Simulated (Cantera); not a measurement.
A perfectly stirred reactor is fed with 6.25 % CH3OH, 15.6 % O2, 58.8 % N2, 19.4 % H2O, at 1.00 atm; it is adiabatic with a 525 K inlet, and is followed from long to short residence time, starting on the burning branch (τ in s: 0.5, 0.16, 0.049, 0.015, 0.0048, 0.0015, 0.00047, 0.00015, 4.6e-05, 1.4e-05, 4.5e-06).

Cantera simulation using GRI-Mech 3.0 (53 species, 325 reactions); the numbers are that mechanism's predictions, not measurements. GRI-Mech 3.0 was tuned for natural gas; its chemistry of methanol as a main component is partial and can be far from experiment.

Question: Predict: blow-out, bracketed by the residence times tried; x(CH3OH) at τ = 0.500 s; x(O2) at τ = 0.500 s; x(H2O) at τ = 0.500 s; x(H2O2) at τ = 0.500 s; x(CH3OH) at τ = 1.50 ms; x(O2) at τ = 1.50 ms; x(H2O) at τ = 1.50 ms; x(H2O2) at τ = 1.50 ms; x(HCN) at τ = 1.50 ms.

Answer: 
```
Item                                                                            Value
------------------------------------------------  -----------------------------------
blow-out, bracketed by the residence times tried  burning at 1.50 ms, out at 0.470 ms
x(CH3OH) at τ = 0.500 s                                                       1.84e-6
x(O2) at τ = 0.500 s                                                           0.0605
x(H2O) at τ = 0.500 s                                                           0.309
x(H2O2) at τ = 0.500 s                                                        9.97e-8
x(CH3OH) at τ = 1.50 ms                                                      0.000105
x(O2) at τ = 1.50 ms                                                           0.0637
x(H2O) at τ = 1.50 ms                                                           0.304
x(H2O2) at τ = 1.50 ms                                                        1.29e-6
x(HCN) at τ = 1.50 ms                                                         1.18e-9
```
